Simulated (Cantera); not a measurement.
Input: 1 mol CH3SiH3, 190 mol H2, held at 10.0 mbar.

Equilibrium computed with Cantera from the NASA thermochemical tables; the gas is ideal and each condensed phase is pure. Candidate condensed phases: C, C6H6, C7H8, C8H18, Si, SiC; 87 gas species. The feed counts by its element totals alone. Gases not in the tables: Si2H6 and higher silanes. Kinetics and transport are ignored. All values below are at 1750 °C.

Base state: H2 0.980, H 0.0188, Si 0.000569, C2H2 (acetylene) 0.000311, SiH 3.62e-5, Si2C 1.72e-5, SiH2 1.18e-5 (mole fractions); condensed: SiC(s).

Problem. What changes in the equilibrium state with this change: 0.21 mol CO2 added?

Solution. 
```
species             before     after
----------------  --------  --------
H2                   0.980     0.978
H                   0.0188    0.0188
CO                       0   0.00200
Si                0.000569  0.000921
SiO                      0  0.000145
C2H2 (acetylene)  0.000311  0.000119
Si2C               1.72e-5   2.78e-5
SiH                3.62e-5   5.86e-5
SiC(s), mol          0.871     0.764
```
Further candidate phases: H2O, SiO2.
